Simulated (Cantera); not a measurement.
A jet of 1.49 % CH₄, 7.81 % O₂, 90.7 % N₂, equivalence ratio 0.38 at 300 K and 27.0 Torr hits a platinum plate 4.6 cm away at a mass flux of 0.052 kg/m²/s; the plate temperature is set and raised in steps from an oxygen-covered start.

Cantera simulation using Deutschmann's 1995 Pt surface mechanism with GRI-Mech 3.0 gas chemistry; the numbers are that mechanism's predictions, not measurements. Catalytic surfaces can have several steady states; this one follows from the mechanism file's or the stated starting coverage.

x: mole fraction at the wall; θ: surface coverage.

```
plate T (K)  wall x CH₄  wall x O₂  wall x H₂O  wall x OH  wall x CO  wall x CO₂  θ free Pt   θ O*
-----------  ----------  ---------  ----------  ---------  ---------  ----------  ---------  -----
900              0.0105     0.0686     0.00834          …    4.79e-6     0.00543      0.273  0.726
950             0.00862     0.0647      0.0117          …    5.52e-6     0.00766      0.350  0.649
1000            0.00704     0.0614      0.0146          …    6.19e-6     0.00957      0.427  0.572
1050            0.00580     0.0588      0.0169          …    6.93e-6      0.0111      0.501  0.498
1100            0.00491     0.0569      0.0185          …    7.90e-6      0.0122      0.572  0.428
1150            0.00421     0.0554      0.0197          …    9.10e-6      0.0130      0.637  0.363
1200            0.00369     0.0543      0.0206          …    1.07e-5      0.0136      0.696  0.304
1250            0.00330     0.0536      0.0213          …    1.29e-5      0.0140      0.749  0.251
```

Problem. Fill in the missing entries.

Solution. 
- 900, wall x OH: 2.46e-8
- 950, wall x OH: 8.02e-8
- 1000, wall x OH: 2.21e-7
- 1050, wall x OH: 5.38e-7
- 1100, wall x OH: 1.18e-6
- 1150, wall x OH: 2.36e-6
- 1200, wall x OH: 4.41e-6
- 1250, wall x OH: 7.71e-6
